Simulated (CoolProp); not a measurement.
Vapour-liquid equilibrium of ethane (1) + n-pentane (2) at 1.02 bar; x and y are mole fractions of (1).

Model: multi-fluid Helmholtz-energy mixture model, Bücker 2006 and Thol 2019; pair parameters Kunz 2012, in CoolProp.

```csv
x,bubble temperature (K),y at the bubble point,dew temperature at overall composition x (K),liquid density (mol/L)
0.05,263.5,0.850,307.9,9.273
0.15,226.2,0.985,304.6,10.23
0.25,212.0,0.995,301.1,10.95
0.35,204.1,0.998,297.2,11.65
0.45,198.9,0.999,292.8,12.38
0.55,195.1,0.999,287.8,13.17
0.65,192.2,1.000,281.8,14.04
0.75,189.8,1.000,274.2,15.01
0.85,187.6,1.000,263.5,16.11
0.95,185.7,1.000,243.8,17.37
```

No azeotrope shows between x = 0.05 and 0.95.

Pair parameters are fitted to limited data, so mixtures are less certain than the pure fluids. The gap from Raoult's law changes sign with composition, which may be real or a fault of the pair parameters; it wasn't checked against measurements.
